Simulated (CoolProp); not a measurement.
Vapour-liquid equilibrium of n-butane (1) + cyclohexane (2) at 30.55 °C; x and y are mole fractions of (1).

Model: multi-fluid Helmholtz-energy mixture model, Bücker 2006 and Zhou 2014; pair parameters Bell 2016, in CoolProp.

```tsv
x	bubble pressure, mixture model (kPa)	bubble pressure, Raoult's law (kPa)	y, mixture model	y, Raoult's law
0.05	26.45	30.20	0.400	0.477
0.2	62.65	70.93	0.786	0.812
0.35	105.1	111.6	0.897	0.903
0.5	149.1	152.4	0.944	0.945
0.65	191.7	193.1	0.969	0.970
0.8	232.6	233.8	0.984	0.986
0.95	273.7	274.5	0.996	0.997
```

The largest gap from Raoult's law is -12.4 % in bubble pressure, at x = 0.05. No azeotrope shows between x = 0.05 and 0.95.

Pair parameters are fitted to limited data, so mixtures are less certain than the pure fluids.
